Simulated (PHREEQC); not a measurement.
A solution holds 43 mmol/kgw Cu(NO3)2, 1.4 mmol/kgw KHSO4 and 0.54 mmol/kgw Pb(NO3)2, at 20 °C. Closed to the air; pH follows from the charge balance.

Computed with PHREEQC (ion-association model, wateq4f.dat).

Problem. The ionic strength comes out as 0.132 mol/kgw. What activity coefficients do K+, HSO4-, NO3-, KSO4-, Pb+2 get?

Solution. K+ 0.74, HSO4- 0.76, NO3- 0.73, KSO4- 0.77, Pb+2 0.35.

No solid was allowed to form. Saturation is exceeded, for instance for Anglesite; the values hold only as long as no solid forms.
